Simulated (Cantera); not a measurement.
An adiabatic, constant-volume homogeneous reactor starts with CH₄ : O₂ : N₂ = 1 : 1.54 : 5.78 (molar parts), equivalence ratio 1.3, at 1025 K and 1000000 Pa. Integrator tolerance rtol = 1e-08.

Computed with Cantera and GRI-Mech 3.0 (53 species, 325 reactions).

What does this change do: 0.019 parts C2H6 added?


```tsv
quantity	before	after
time of steepest temperature rise	58.9 ms	28.0 ms
temperature at 0.400 s	2920 K	2901 K
equilibrium temperature	2920 K	2901 K
x(CH₄) at 0.400 s	1.65e-11 (gas-phase equilibrium 1.89e-11)	2.96e-11 (gas-phase equilibrium 3.38e-11)
x(O₂) at 0.400 s	0.000792 (gas-phase equilibrium 0.000792)	0.000510 (gas-phase equilibrium 0.000510)
x(HO₂) at 0.400 s	1.75e-6 (gas-phase equilibrium 1.75e-6)	1.21e-6 (gas-phase equilibrium 1.21e-6)
x(C₂H₆) at 0.400 s	<1e-12 (gas-phase equilibrium <1e-12)	<1e-12 (gas-phase equilibrium <1e-12)
x(C₂H₄) at 0.400 s	<1e-12 (gas-phase equilibrium <1e-12)	<1e-12 (gas-phase equilibrium <1e-12)
```
